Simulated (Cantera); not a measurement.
An adiabatic, constant-pressure homogeneous reactor starts with 7.16 % CH4, 19.3 % O2, 73.0 % N2, 0.458 % H2, equivalence ratio 0.75, at 1100 K and 3.00 bar.

Detailed kinetics in Cantera: GRI-Mech 3.0 (53 species, 325 reactions).

Task: Predict: time of steepest temperature rise; temperature at 2.00 s; equilibrium temperature; x(O2) at 2.00 s; x(H) at 2.00 s; x(NO) at 2.00 s.

Result: 
| Quantity | Result |
|---|---|
| time of steepest temperature rise | 21.3 ms |
| temperature at 2.00 s | 2470 K |
| equilibrium temperature | 2470 K |
| x(O2) at 2.00 s | 0.0440 (gas-phase equilibrium 0.0440) |
| x(H) at 2.00 s | 0.000574 (gas-phase equilibrium 0.000574) |
| x(NO) at 2.00 s | 0.00960 (gas-phase equilibrium 0.00960) |
